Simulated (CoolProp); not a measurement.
The fluoroketone C6F12O (FK-5-1-12) at several states: Z from the reference equation and from simpler models built on Tc = 441.8 K, pc = 18.69 bar, ω = 0.471; each cubic takes its own stable root.

The numbers come from the reference Helmholtz-energy equation of state, McLinden 2015 in CoolProp.

| T (K) | p (bar) | phase | reference | van der Waals | Redlich-Kwong | Soave-Redlich-Kwong | Peng-Robinson |
|---|---|---|---|---|---|---|---|
| 355.1 | 0.266 | gas | 0.9888 | 0.9929 | 0.9910 | 0.9896 | 0.9889 |
| 214 | 19 | liquid | 0.1833 | ? | ? | 0.2044 | 0.1821 |
| 185.7 | 0.166 | liquid | 0.001776 | ? | 0.002075 | 0.002010 | ? |
| 389.2 | 0.704 | gas | 0.9787 | 0.9847 | 0.9813 | 0.9795 | 0.9779 |

**Question.** Fill in the missing entries.

**Answer.** 
- 214, van der Waals: 0.3133
- 214, Redlich-Kwong: 0.2123
- 185.7, van der Waals: 0.003092
- 185.7, Peng-Robinson: 0.001793
